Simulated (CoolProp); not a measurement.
Computed with CoolProp (reference Helmholtz-energy equation of state, Smukala 2000).

**Question.** Give the vapour pressure (MPa), liquid density (kg/m³), vapour Z of saturated ethylene at 225.8, 241.9 K.

**Answer.** 
```csv
T (K),p (MPa),liquid density (kg/m³),vapour Z
225.8,1.16,476,0.818
241.9,1.87,442,0.744
```
